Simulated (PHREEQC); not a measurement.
0.038 g of hydrous ferric oxide (600 m²/g; 0.2 weak and 0.005 strong sites per Fe, Dzombak-Morel constants, diffuse double layer) in 1 kg of water with 0.005 mol/kgw of an inert sodium salt and 1.8e-07 mol/kgw CuSO4 and 3.4e-05 mol/kgw NiCl2, at 25 °C; the pH is set by adding NaOH or the inert anion's acid. Oxygen alone is held at its pressure in air (log pO2 = -0.68). CO2 from the air is kept out. No solid was allowed to form.

The series has 17 steps of pH, from 3 to 11.

The numbers come from PHREEQC with the ion-association model, wateq4f.dat.

### Question
Near which pH is half of the S sorbed, and on which side is more sorbed?

### Answer
Near pH 6.2, with more sorbed at lower pH.

### Question
Near which pH is half of the Cu sorbed, and on which side is more sorbed?

### Answer
Near pH 5.4, with more sorbed at higher pH.

### Question
Near which pH is half of the Ni sorbed, and on which side is more sorbed?

### Answer
Near pH 7.7, with more sorbed at higher pH.

Along this series the solution becomes supersaturated in solids that the run did not let form, among them Ni(OH)2. Species that the database lacks are ignored. The database's constant for dissolved Cu(OH)2 is higher than later reviews accept. The oxide is taken as insoluble; below pH 4 it would dissolve.
